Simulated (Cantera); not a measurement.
An isothermal, constant-pressure homogeneous reactor starts with CO : O₂ : H₂O : N₂ = 0.013 : 0.024 : 0.00048 : 1 (molar parts), equivalence ratio 0.27, at 1350 K and 4.10 bar.

Detailed kinetics in Cantera: GRI-Mech 3.0 (53 species, 325 reactions).

One state of this run: x CO = 1.93e-8; x O₂ = 0.0170; x H₂O = 0.000465; x NO₂ = 1.78e-8; x CO₂ = 0.0126; x NO = 3.49e-6. x: mole fraction; the columns are a selection and need not sum to one.

Q: Which value of t (s) does it belong to?
A. 6.00e-6
B. 0.00193
C. 0.000282
D. 200

A: D, 200
